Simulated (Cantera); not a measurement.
An isothermal, constant-pressure homogeneous reactor starts with 28.6 % H2, 15.9 % O2, 55.6 % N2, at 975 K and 0.306 atm.

Cantera simulation using the H2/O2 subset of GRI-Mech 3.0, which has no nitrogen chemistry; the numbers are that mechanism's predictions, not measurements. The temperature is held fixed by assumption; the heat of reaction is taken as removed at once.

One state of this run: x H2 = 0.00912; x O2 = 0.0230; x H = 0.000293; x O = 7.84e-5; x H2O = 0.322; x HO2 = 1.97e-5; x H2O2 = 1.53e-6. x: mole fraction; the columns are a selection and need not sum to one.

Question: Which value of t (s) does it belong to?
A. 0.00234
B. 0.00643
C. 0.000854
D. 0.000113

Answer: A, 0.00234
